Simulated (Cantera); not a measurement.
Feed: 1 mol PbO, 12 mol H₂, 8 mol N₂, held at 3.70 bar.

Method: chemical equilibrium by Gibbs-energy minimisation in Cantera with the NASA 1993 tables (ideal gas, pure condensed phases). Candidate condensed phases: H₂O, Pb, PbO, PbO₂, Pb₃O₄; 27 gas species. The numbers say what is thermodynamically allowed, not how fast it happens.

x: gas mole fraction; n: condensed amount in mol.

| T (K) | x H₂ | x N₂ | x H₂O | x Pb | x H | x NH₃ | x Pb₂ | n Pb(l) |
|---|---|---|---|---|---|---|---|---|
| 1323 | 0.549 | 0.400 | 0.0500 | 0.000950 | ? | 0.000108 | 1.10e-7 | 0.981 |
| 1398 | 0.549 | 0.399 | 0.0499 | 0.00230 | ? | 8.18e-5 | 4.79e-7 | 0.954 |
| 1473 | 0.547 | 0.398 | 0.0497 | 0.00509 | ? | 6.36e-5 | 1.79e-6 | 0.898 |
| 1548 | 0.544 | 0.396 | 0.0495 | 0.0104 | ? | 5.03e-5 | 5.85e-6 | 0.790 |
| 1623 | 0.539 | 0.392 | 0.0490 | 0.0198 | ? | 4.03e-5 | 1.71e-5 | 0.595 |
| 1698 | 0.530 | 0.386 | 0.0482 | 0.0357 | ? | 3.24e-5 | 4.51e-5 | 0.258 |
| 1773 | 0.524 | 0.381 | 0.0476 | 0.0475 | ? | 2.67e-5 | 6.62e-5 | 0 |
| 1848 | 0.524 | 0.381 | 0.0476 | 0.0475 | ? | 2.29e-5 | 5.57e-5 | 0 |
| 1923 | 0.524 | 0.381 | 0.0476 | 0.0475 | ? | 1.99e-5 | 4.74e-5 | 0 |
| 1998 | 0.523 | 0.381 | 0.0476 | 0.0475 | ? | 1.74e-5 | 4.08e-5 | 0 |
| 2073 | 0.523 | 0.381 | 0.0476 | 0.0475 | ? | 1.54e-5 | 3.54e-5 | 0 |

### Question
Some entries are withheld; supply them.

### Answer

- 1323, x H: 6.11e-7
- 1398, x H: 1.82e-6
- 1473, x H: 4.86e-6
- 1548, x H: 1.18e-5
- 1623, x H: 2.64e-5
- 1698, x H: 5.47e-5
- 1773, x H: 0.000107
- 1848, x H: 0.000199
- 1923, x H: 0.000354
- 1998, x H: 0.000603
- 2073, x H: 0.000989
